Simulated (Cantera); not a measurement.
Cantera run, input and output.

```python
import numpy as np
import cantera as ct

surf = ct.Interface("diamond.yaml", "diamond_100")
gas, bulk = surf.adjacent["gas"], surf.adjacent["diamond"]
k = surf.kinetics_species_index(bulk.species_names[0])
cover = ["c6HH", "c6H*", "c6*H", "c6**", "c6HM", "c6B"]

rows, drift = [], 0.0
print(f"{'T':>10s}{'um/h':>11s}" + "".join(f"{s:>11s}" for s in cover))
for v in [900, 975, 1050, 1125, 1200, 1275, 1350]:
    T, P, xH, xCH3 = v, 2400, 0.00078, 0.001
    gas.TPX = T, P, {"H": xH, "CH3": xCH3, "CH4": 0.013, "H2": 1 - xH - xCH3 - 0.013}
    surf.TP = bulk.TP = T, P
    surf.coverages = "c6H*:0.1, c6HH:0.9"
    surf.advance_coverages(100.0)
    before = surf.coverages
    surf.advance_coverages(100.0)
    drift = max(drift, np.max(np.abs(surf.coverages - before) / (surf.coverages + 1e-9)))
    rate = surf.net_production_rates[k] * bulk.mean_molecular_weight / bulk.density * 3.6e9
    rows.append([rate, *surf[cover].coverages])
    print(f"{v:10.4g}{rate:11.4e}" + "".join(f"{x:11.3e}" for x in rows[-1][1:]))
```

Output:

```
         T       um/h       c6HH       c6H*       c6*H       c6**       c6HM        c6B
       900 3.0274e+00  3.198e-01  4.703e-03  1.317e-01  1.458e-03  4.362e-01  8.215e-09
       975 4.5924e+00  3.644e-01  9.150e-03  2.014e-01  3.311e-03  3.155e-01  1.246e-08
      1050 4.1923e+00  4.446e-01  1.763e-02  3.157e-01  7.216e-03  1.472e-01  1.138e-08
      1125 2.2632e+00  4.806e-01  2.780e-02  4.161e-01  1.242e-02  3.655e-02  6.141e-09
      1200 1.5164e+00  4.637e-01  3.614e-02  4.626e-01  1.707e-02  7.161e-03  4.115e-09
      1275 1.4250e+00  4.418e-01  4.328e-02  4.825e-01  2.126e-02  1.425e-03  3.867e-09
      1350 9.9600e-01  4.290e-01  4.971e-02  4.902e-01  2.536e-02  2.951e-04  2.703e-09
```

Detailed kinetics in Cantera: the Harris–Goodwin 1993 mechanism for the reconstructed diamond (100) surface.
